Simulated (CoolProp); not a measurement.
A closed Brayton cycle with dry air: compressor inlet 326.15 K and 4.8 MPa, high pressure 13.7 MPa, turbine inlet 795 K, compressor efficiency 0.8, turbine efficiency 0.93, recuperator effectiveness 0.8 (on enthalpy, no pinch check). Each further row changes one setting.

Model: reference Helmholtz-energy equation of state, Lemmon 2000, in CoolProp. It is a pseudo-pure fit of the blend.

| case | thermal efficiency (%) | net work (kJ/kg) | compressor to turbine work | compressor exit (K) | turbine exit (K) |
|---|---|---|---|---|---|
| as stated | 22.9 | 53.8 | 0.73 | 469.0 | 613.7 |
| turbine inlet 745 K | 19.2 | 41.0 | 0.78 | 469.0 | 573.4 |
| compressor inlet 336.15 K | 21.2 | 49.1 | 0.76 | 483.1 | 613.7 |
| high pressure 11.6 MPa | 24.0 | 52.0 | 0.70 | 443.5 | 639.6 |
| recuperator effectiveness 0.5 | 19.2 | 53.8 | 0.73 | 469.0 | 613.7 |
